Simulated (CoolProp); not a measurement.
Propylene glycol along the isobar 101 kPa: fugacity coefficient from the reference equation and from simpler models built on Tc = 674.0 K, pc = 7292 kPa, ω = 0.327; each cubic takes its own stable root.

The numbers come from the reference Helmholtz-energy equation of state, Eisenbach 2021 in CoolProp.

```tsv
T (K)	phase	reference	van der Waals	Redlich-Kwong	Soave-Redlich-Kwong	Peng-Robinson
232.5	liquid	6.739e-8	0.09848	0.0001535	1.298e-5	1.801e-5
253	liquid	1.311e-6	0.2150	0.001087	0.0001129	0.0001458
273.5	liquid	1.533e-5	0.4166	0.005336	0.0006832	0.0008336
294.1	liquid	0.0001216	0.7366	0.01994	0.003133	0.003653
314.6	liquid	0.0006964	0.9769	0.05961	0.01137	0.01279
335.2	liquid	0.003119	0.9799	0.1510	0.03456	0.03775
355.7	liquid	0.01128	0.9823	0.3320	0.08997	0.09599
376.2	liquid	0.03446	0.9843	0.6535	0.2070	0.2167
396.8	liquid	0.09180	0.9861	0.9798	0.4307	0.4439
417.3	liquid	0.2162	0.9876	0.9823	0.8179	0.8328
437.8	liquid	0.4603	0.9888	0.9845	0.9820	0.9813
458.4	liquid	0.9022	0.9899	0.9863	0.9842	0.9835
478.9	gas	0.9829	0.9909	0.9878	0.9861	0.9854
499.5	gas	0.9855	0.9917	0.9891	0.9877	0.9871
520	gas	0.9876	0.9924	0.9902	0.9891	0.9885
```

At some of these states van der Waals, Redlich-Kwong, Soave-Redlich-Kwong, Peng-Robinson gives the other phase, because its saturation line lies elsewhere.
